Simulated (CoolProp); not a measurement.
Vapour-liquid equilibrium of R125 (1) + R143a (2) at 0.411 bar; x and y are mole fractions of (1).

Computed with CoolProp (multi-fluid Helmholtz-energy mixture model, Lemmon 2005 and Lemmon and Jacobsen 2000; pair parameters Lemmon 2004).

Problem. Give the bubble temperature and the first vapour's composition at x = 0.35, 0.55, 0.85. Is there an azeotrope?

Solution. x = 0.35: -63.9 °C, y = 0.340; x = 0.55: -63.8 °C, y = 0.559; x = 0.85: -64.4 °C, y = 0.869. y crosses x between x = 0.45 and 0.55: the model has an azeotrope there.

The pair parameters rest on a limited set of measurements; away from them the model extrapolates.
